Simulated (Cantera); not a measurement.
A perfectly stirred reactor is fed with 7.79 % CH₄, 0.241 % C₂H₆, 19.3 % O₂, 72.7 % N₂, at 9.20 bar; it is adiabatic with a 773 K inlet, and is followed from long to short residence time, starting on the burning branch (τ in s: 0.32, 0.13, 0.049, 0.019, 0.0076, 0.003, 0.0012, 0.00046, 0.00018, 7e-05, 2.7e-05).

Cantera simulation using GRI-Mech 3.0 (53 species, 325 reactions); the numbers are that mechanism's predictions, not measurements.

One state of this run: T (K) = 2393; x CH₄ = 1.87e-5; x C₂H₆ = 8.14e-8; x O₂ = 0.0300; x H₂O₂ = 5.02e-7; x CO₂ = 0.0774. x: mole fraction; the columns are a selection and need not sum to one.

### Question
Which value of τ (s) does it belong to?
(A) 2.7e-5
(B) 0.049
(C) 0.00018
(D) 0.0012

### Answer
D, 0.0012
